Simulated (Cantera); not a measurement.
**Counterflow diffusion flame**

A counterflow diffusion flame at 1.09 atm, nozzles 20 mm apart: fuel side CH4 : H2 : N2 = 1 : 0.53 : 1.3 (molar parts) at 375 K, oxidiser side O2 : N2 = 0.22 : 0.78 (molar parts) at 548 K, fuel mass flux 0.78 times the oxidiser's; mixture-averaged transport, no radiation.

Model: GRI-Mech 3.0 (53 species, 325 reactions), integrated in Cantera. GRI-Mech 3.0 has no aromatics or soot, which form on the fuel side of real flames. The maximum strain rate includes the flame's own expansion and is several times the mean.

```
oxidiser flux (kg/m²/s)  max strain (1/s)  mean strain (1/s)  T max (K)  peak x OH  peak x H  peak x NO  peak x CO  peak x C2H2
-----------------------  ----------------  -----------------  ---------  ---------  --------  ---------  ---------  -----------
0.66                                  369               85.9       2101    0.00899   0.00506   0.000223     0.0411      0.00677
0.99                                  537                129       2077    0.00894   0.00544   0.000195     0.0406      0.00652
1.5                                   795                195       2055    0.00890   0.00586   0.000166     0.0405      0.00629
2.2                                  1140                286       2030    0.00871   0.00620   0.000137     0.0404      0.00596
3.3                                  1680                429       2002    0.00841   0.00650   0.000106     0.0406      0.00545
4.9                                  2450                638       1968    0.00791   0.00667    7.55e-5     0.0410      0.00471
7.4                                  3620                963       1922    0.00714   0.00659    4.65e-5     0.0416      0.00365
11                                   5240               1430       1855    0.00590   0.00600    2.18e-5     0.0423      0.00227
```
x: mole fraction; the columns are a selection and need not sum to one.
